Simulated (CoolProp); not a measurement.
Properties of octamethyltrisiloxane (MDM) along the isotherm 301.85 °C.

Values from CoolProp's reference Helmholtz-energy equation of state, Thol 2017.

| p (MPa) | phase | cp (kJ/(kg K)) | Joule-Thomson coefficient (K/MPa) |
|---|---|---|---|
| 0.898 | gas | 2.240 | 13.30 |
| 1.8 | supercritical | 3.653 | 11.21 |
| 2.7 | supercritical | 2.637 | 2.281 |
| 3.59 | supercritical | 2.519 | 1.230 |
| 4.49 | supercritical | 2.465 | 0.7863 |
| 5.39 | supercritical | 2.434 | 0.5370 |
| 6.29 | supercritical | 2.413 | 0.3751 |
| 7.19 | supercritical | 2.397 | 0.2605 |

The peak of cp marks the crossing from liquid-like to gas-like fluid above the critical point.
